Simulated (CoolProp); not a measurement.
Vapour-liquid equilibrium of CH2F2 (R32) (1) + R143a (2) at -69.25 °C; x and y are mole fractions of (1).

Model: multi-fluid Helmholtz-energy mixture model, Tillner-Roth 1997 and Lemmon and Jacobsen 2000; pair parameters Bell 2016, in CoolProp.

| x | bubble pressure (kPa) | y at the bubble point | dew pressure at overall composition x (kPa) | liquid density (mol/L) |
|---|---|---|---|---|
| 0.05 | 32.65 | 0.088 | 32.06 | 14.88 |
| 0.2 | 35.87 | 0.289 | 34.44 | 15.88 |
| 0.35 | 38.05 | 0.434 | 36.83 | 17.01 |
| 0.5 | 39.38 | 0.553 | 38.86 | 18.30 |
| 0.65 | 39.98 | 0.662 | 39.95 | 19.78 |
| 0.8 | 39.81 | 0.780 | 39.70 | 21.49 |
| 0.95 | 38.56 | 0.933 | 38.37 | 23.49 |

y crosses x between x = 0.65 and 0.8: the model has an azeotrope there.

Pair parameters are fitted to limited data, so mixtures are less certain than the pure fluids.
